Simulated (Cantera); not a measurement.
Feed: 1 mol Zr, 1.1 mol N₂O, 17 mol N₂, equilibrated at 2450 °C and 1.00 Torr.

Equilibrium computed with Cantera from the NASA thermochemical tables; the gas is ideal and each condensed phase is pure. Candidate condensed phases: Zr, ZrN, ZrO₂; 13 gas species. The numbers say what is thermodynamically allowed, not how fast it happens.

Base state: N₂ 0.947, ZrO 0.0474, ZrO₂ 0.00474, O 0.000612, Zr 0.000164, N 5.20e-5, NO 4.42e-5 (mole fractions); condensed: gas only.

### Question
What changes in the equilibrium state with this change: N₂O from 1.1 to 16 mol?

### Answer
```json
[
 {"species": "N₂", "before": "0.947", "after": "0.724"},
 {"species": "O", "before": "0.000612", "after": "0.217"},
 {"species": "O₂", "before": "3.15e-7", "after": "0.0397"},
 {"species": "ZrO", "before": "0.0474", "after": "0.000152"},
 {"species": "NO", "before": "4.42e-5", "after": "0.0137"},
 {"species": "ZrO₂", "before": "0.00474", "after": "0.00538"},
 {"species": "Zr", "before": "0.000164", "after": "1.48e-9"},
 {"species": "N", "before": "5.20e-5", "after": "4.55e-5"},
 {"species": "ZrO₂(s), mol", "before": "0", "after": "0.750"}
]
```

### Question
What changes in the equilibrium state with this change: temperature from 2450 °C to 1777 °C?

### Answer
```json
[
 {"species": "N₂", "before": "0.947", "after": "1.000"},
 {"species": "ZrO", "before": "0.0474", "after": "2.72e-6"},
 {"species": "ZrO₂", "before": "0.00474", "after": "7.74e-8"},
 {"species": "Zr", "before": "0.000164", "after": "3.62e-9"},
 {"species": "O", "before": "0.000612", "after": "1.74e-8"},
 {"species": "NO", "before": "4.42e-5", "after": "1.41e-8"},
 {"species": "N", "before": "5.20e-5", "after": "5.00e-8"},
 {"species": "ZrN(s), mol", "before": "0", "after": "0.450"},
 {"species": "ZrO₂(tetragonal), mol", "before": "0", "after": "0.550"}
]
```
Mutual solubility and eutectic melting of coexisting phases are not modelled. ZrN: taken at fixed stoichiometry. Condensed phases not in the tables: solid solutions among these carbides, nitrides and lower oxides.
